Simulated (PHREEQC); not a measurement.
## Spent oxide etchant

Make-up at 50 °C: 0.014 mol/kgw HF, 0.0046 mol/kgw H2SiF6, 0.02 mol/kgw H3BO3 and 0.04 mol/kgw HNO3. Closed to the air; pH follows from the charge balance.

Equilibrium calculation in PHREEQC: ion-association model, wateq4f.dat.

No solid was allowed to form.

What pH does the model give?

pH 1.38.

In which forms is Si present?

H4SiO4 79 %, SiF6-2 21 % of the Si.

Saturation is exceeded, for instance for SiO2(a), Quartz (slow to form); the values hold only as long as no solid forms. At this temperature some constants are extrapolated from 25 °C, and those without enthalpy data are left unchanged. SiF6-2 is the database's only silicon fluoride. Real BF4- forms and hydrolyses slowly; the run takes it at equilibrium.
